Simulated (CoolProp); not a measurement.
Ethylene along the isotherm 324.4 K: fugacity coefficient from the reference equation and from simpler models built on Tc = 282.4 K, pc = 5.042 MPa, ω = 0.087; each cubic takes its own stable root.

Model: reference Helmholtz-energy equation of state, Smukala 2000, in CoolProp.

```json
[
 {"p (MPa)": "0.252", "phase": "gas", "reference": "0.9891"},
 {"p (MPa)": "0.504", "phase": "gas", "reference": "0.9783"},
 {"p (MPa)": "0.756", "phase": "gas", "reference": "0.9675"},
 {"p (MPa)": "1.01", "phase": "gas", "reference": "0.9567"},
 {"p (MPa)": "1.26", "phase": "gas", "reference": "0.9461"},
 {"p (MPa)": "1.51", "phase": "gas", "reference": "0.9356"},
 {"p (MPa)": "1.76", "phase": "gas", "reference": "0.9251"},
 {"p (MPa)": "2.02", "phase": "gas", "reference": "0.9143"},
 {"p (MPa)": "2.27", "phase": "gas", "reference": "0.9039"},
 {"p (MPa)": "2.52", "phase": "gas", "reference": "0.8936"}
]
```

**Question.** How far does each simpler model (van der Waals, Redlich-Kwong, Soave-Redlich-Kwong, Peng-Robinson) lie from the reference over these 10 states: mean and median of the absolute difference, and the worst?

**Answer.** 
- van der Waals: mean 0.2 %, median 0.2 %, worst +0.3 % at 324.4 K and 2.52 MPa
- Redlich-Kwong: mean 0.2 %, median 0.2 %, worst -0.4 % at 324.4 K and 2.52 MPa
- Soave-Redlich-Kwong: mean 0.0 %, median 0.0 %, worst -0.0 % at 324.4 K and 2.02 MPa
- Peng-Robinson: mean 0.9 %, median 0.9 %, worst -1.6 % at 324.4 K and 2.52 MPa
